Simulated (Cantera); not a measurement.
Feed: 1 mol CuO, 23 mol HF, 0.069 mol O2, at 1523.15 K.

Equilibrium computed with Cantera from the NASA thermochemical tables; the gas is ideal and each condensed phase is pure. Candidate condensed phases: Cu, CuF2, CuO, Cu(OH)2, Cu2O, H2O; 27 gas species. Rates play no part.

Question: What share of the Cu ends up in condensed phases as a function of P (Pa), at 1, 6.80, 46, 320, 2200, 15000, 100000?

Answer: 
```tsv
P (Pa)	Cu condensed (%)	as
1	0.0	-
6.80	0.0	-
46	0.0	-
320	0.0	-
2200	0.0	-
15000	38.8	Cu2O(l)
100000	65.5	Cu2O(l)
```
